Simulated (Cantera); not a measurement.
A Cantera script and what it prints.

```python
import numpy as np
import cantera as ct

gas_names = """
    F F2 N NF NF2 NF3 N2 Si SiF SiF2 SiF3 SiF4 SiN Si2 Si2N Si3
""".split()
cond_names = """
    Si(cr) Si(L) Si3N4(a)
""".split()


# ... load() reads the species with a 1 bar reference pressure and builds the phases ...
atoms = {
    'Si': {'Si': 1},
    'NF3': {'N': 1, 'F': 3},
    'N2': {'N': 2},
}
top_T = {'Si3N4(a)': 2400}  # K; cautious upper limits of use, not melting points


# ... equilibrate(T, P, feed) seeds the gas with the atoms and calls Mixture.equilibrate('TP', solver="vcs", rtol=1e-11, max_steps=5000) ...
results = []
T = 748.15  # K
P = 1.3  # Pa
for m in [0.7, 0.85, 1, 1.3, 1.6, 1.9, 2.3, 2.9, 3.5, 4.3, 5.2, 6.4, 7.8]:
    feed = {'Si': 1, 'NF3': m, 'N2': 0.4}  # mol
    mix = equilibrate(T, P, feed)
    results.append((T, P, feed, dict(zip(mix.species_names, mix.species_moles))))
    x = sorted(zip(gas.X, gas.species_names), reverse=True)
    print(f"T = {T:g} K  P = {P:g} Pa  n(NF3) = {m:g} mol  gas = {mix.phase_moles(0):.4g} mol")
    print("   x: " + "  ".join(f"{s} {v:.3e}" for v, s in x if v > 1e-05))
    print("   condensed (mol): " + ("  ".join(f"{mix.phase(i).name} {mix.phase_moles(i):.4g}"
          for i in range(1, mix.n_phases) if mix.phase_moles(i) > 1e-12) or "none"))
```

It prints:

```
T = 748.15 K  P = 1.3 Pa  n(NF3) = 0.7 mol  gas = 0.9583 mol
   x: SiF4 5.478e-01  N2 4.522e-01
   condensed (mol): Si3N4(a) 0.1583
T = 748.15 K  P = 1.3 Pa  n(NF3) = 0.85 mol  gas = 1.221 mol
   x: SiF4 5.222e-01  N2 4.778e-01
   condensed (mol): Si3N4(a) 0.1208
T = 748.15 K  P = 1.3 Pa  n(NF3) = 1 mol  gas = 1.483 mol
   x: SiF4 5.056e-01  N2 4.944e-01
   condensed (mol): Si3N4(a) 0.08333
T = 748.15 K  P = 1.3 Pa  n(NF3) = 1.3 mol  gas = 2.008 mol
   x: N2 5.145e-01  SiF4 4.855e-01
   condensed (mol): Si3N4(a) 0.008333
T = 748.15 K  P = 1.3 Pa  n(NF3) = 1.6 mol  gas = 2.884 mol
   x: N2 4.160e-01  SiF4 3.467e-01  F 1.971e-01  F2 4.011e-02
   condensed (mol): none
T = 748.15 K  P = 1.3 Pa  n(NF3) = 1.9 mol  gas = 3.734 mol
   x: N2 3.615e-01  F 2.861e-01  SiF4 2.678e-01  F2 8.453e-02  NF3 1.522e-05
   condensed (mol): none
T = 748.15 K  P = 1.3 Pa  n(NF3) = 2.3 mol  gas = 4.843 mol
   x: F 3.483e-01  N2 3.200e-01  SiF4 2.065e-01  F2 1.252e-01  NF3 2.581e-05
   condensed (mol): none
T = 748.15 K  P = 1.3 Pa  n(NF3) = 2.9 mol  gas = 6.49 mol
   x: F 3.976e-01  N2 2.850e-01  F2 1.632e-01  SiF4 1.541e-01  NF3 3.626e-05
   condensed (mol): none
T = 748.15 K  P = 1.3 Pa  n(NF3) = 3.5 mol  gas = 8.129 mol
   x: F 4.255e-01  N2 2.645e-01  F2 1.869e-01  SiF4 1.230e-01  NF3 4.281e-05
   condensed (mol): none
T = 748.15 K  P = 1.3 Pa  n(NF3) = 4.3 mol  gas = 10.31 mol
   x: F 4.482e-01  N2 2.473e-01  F2 2.074e-01  SiF4 9.699e-02  NF3 4.838e-05
   condensed (mol): none
T = 748.15 K  P = 1.3 Pa  n(NF3) = 5.2 mol  gas = 12.76 mol
   x: F 4.641e-01  N2 2.351e-01  F2 2.224e-01  SiF4 7.837e-02  NF3 5.237e-05
   condensed (mol): none
T = 748.15 K  P = 1.3 Pa  n(NF3) = 6.4 mol  gas = 16.03 mol
   x: F 4.775e-01  F2 2.354e-01  N2 2.246e-01  SiF4 6.240e-02  NF3 5.575e-05
   condensed (mol): none
T = 748.15 K  P = 1.3 Pa  n(NF3) = 7.8 mol  gas = 19.83 mol
   x: F 4.874e-01  F2 2.453e-01  N2 2.168e-01  SiF4 5.042e-02  NF3 5.826e-05
   condensed (mol): none
```

Equilibrium computed with Cantera from the NASA thermochemical tables; the gas is ideal and each condensed phase is pure.
